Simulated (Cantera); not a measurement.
Input: 1 mol SiC, 0.47 mol CO₂, 75 mol H₂, held at 827 °C and 0.00203 Torr.

These are equilibrium values from Cantera (NASA tables, ideal gas, pure condensed phases), not measurements of a reactor. Candidate condensed phases: C, C₆H₆, C₇H₈, C₈H₁₈, H₂O, Si, SiC, SiO₂; 123 gas species. Mutual solubility and eutectic melting of coexisting phases are not modelled. Equilibrium is a limit: real reactors are often held back by kinetics, nucleation or transport.

Base state: H₂ 0.990, CO 0.00871, SiO 0.00133, H 1.57e-5 (mole fractions); condensed: SiC(s) + SiO₂(β-quartz).

Problem. What changes in the equilibrium state with this change: CO₂ from 0.47 to 0.019 mol?

Solution. 
```json
[
 {"species": "H₂", "before": "0.990", "after": "0.999"},
 {"species": "CO", "before": "0.00871", "after": "0.000380"},
 {"species": "SiO", "before": "0.00133", "after": "0.000127"},
 {"species": "H", "before": "1.57e-5", "after": "1.57e-5"},
 {"species": "SiC(s), mol", "before": "0.810", "after": "0.991"},
 {"species": "SiO₂(β-quartz), mol", "before": "0.0897", "after": "0"}
]
```

Problem. What changes in the equilibrium state with this change: temperature from 827 °C to 700 °C?

Solution. 
```csv
species,before,after
H₂,0.990,0.992
CO,0.00871,0.00829
SiO,0.00133,1.35e-6
H,1.57e-5,6.58e-7
"SiC(s), mol",0.810,0.843
"SiO₂(β-quartz), mol",0.0897,0.157
```
